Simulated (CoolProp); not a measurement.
Properties of sulfur dioxide at several states (Tc = 157.5 °C, pc = 7887 kPa, ω = 0.256).

Computed with CoolProp (reference Helmholtz-energy equation of state, Gao 2016).

```json
[
 {"T (°C)": "173.45", "p (kPa)": "15.1", "phase": "gas", "cp (kJ/(kg K))": "0.7028", "isothermal compressibility (1/MPa)": "66.26", "fugacity coefficient": "0.9994"},
 {"T (°C)": "42.85", "p (kPa)": "763", "phase": "liquid", "cp (kJ/(kg K))": "1.425", "isothermal compressibility (1/MPa)": "0.002106", "fugacity coefficient": "0.8186"},
 {"T (°C)": "163.45", "p (kPa)": "908", "phase": "gas", "cp (kJ/(kg K))": "0.7417", "isothermal compressibility (1/MPa)": "1.147", "fugacity coefficient": "0.9622"},
 {"T (°C)": "164.45", "p (kPa)": "444", "phase": "gas", "cp (kJ/(kg K))": "0.7182", "isothermal compressibility (1/MPa)": "2.296", "fugacity coefficient": "0.9816"},
 {"T (°C)": "-34.55", "p (kPa)": "6940", "phase": "liquid", "cp (kJ/(kg K))": "1.352", "isothermal compressibility (1/MPa)": "0.0007886", "fugacity coefficient": "0.004879"},
 {"T (°C)": "32.95", "p (kPa)": "173", "phase": "gas", "cp (kJ/(kg K))": "0.6688", "isothermal compressibility (1/MPa)": "5.941", "fugacity coefficient": "0.9743"}
]
```
